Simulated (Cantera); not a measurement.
Carbothermic reduction: MgO + C + H2

A closed system holds: 1 mol MgO, 4.2 mol C, 2.3 mol H2, at 0.0790 bar.

Cantera equilibrium calculation (NASA polynomials, part measured and part estimated; ideal gas, pure solids and liquids). Candidate condensed phases: C, C6H6, C7H8, C8H18, H2O, Mg, MgCO3, MgO, Mg(OH)2; 116 gas species. The tables' values for MgH are old estimates; treat these amounts as uncertain. Rates play no part.

| T (K) | log p H2 | log p CO | log p Mg | log p H | n C(graphite) |
|---|---|---|---|---|---|
| 1900 | -1.38 | -1.74 | -1.74 | -3.79 | 3.20 |
| 1925 | -1.38 | -1.74 | -1.74 | -3.71 | 3.20 |
| 1950 | -1.38 | -1.74 | -1.74 | -3.63 | 3.20 |
| 1975 | -1.38 | -1.74 | -1.74 | -3.55 | 3.20 |
| 2000 | -1.38 | -1.74 | -1.74 | -3.48 | 3.20 |
| 2025 | -1.38 | -1.74 | -1.74 | -3.40 | 3.20 |
| 2050 | -1.38 | -1.74 | -1.74 | -3.33 | 3.20 |
| 2075 | -1.38 | -1.74 | -1.74 | -3.26 | 3.19 |
| 2100 | -1.38 | -1.74 | -1.74 | -3.20 | 3.19 |
| 2125 | -1.38 | -1.74 | -1.74 | -3.13 | 3.19 |
| 2150 | -1.38 | -1.74 | -1.74 | -3.07 | 3.19 |
log p: log10 of the partial pressure in bar; n: condensed amount in mol.

From 1900 K to 2150 K the condensed part is C(graphite). The main Mg-bearing gas is Mg throughout.
